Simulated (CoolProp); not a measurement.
CH2F2 (R32) at 329.72 K and 2.92 MPa is throttled through a valve to 0.746 MPa with no heat exchange. Each further row changes one setting.

The numbers come from the reference Helmholtz-energy equation of state, Tillner-Roth 1997 in CoolProp.

```tsv
case	temperature change (K)	final density (kg/m³)
as stated	…	…
outlet pressure 0.224 MPa	…	…
outlet pressure 0.97 MPa	…	…
```

**Question.** What belongs in the gaps?

**Answer.** 
- as stated, temperature change (K): -47.3
- as stated, final density (kg/m³): 18.8
- outlet pressure 0.224 MPa, temperature change (K): -64.7
- outlet pressure 0.224 MPa, final density (kg/m³): 5.53
- outlet pressure 0.97 MPa, temperature change (K): -41.0
- outlet pressure 0.97 MPa, final density (kg/m³): 24.7
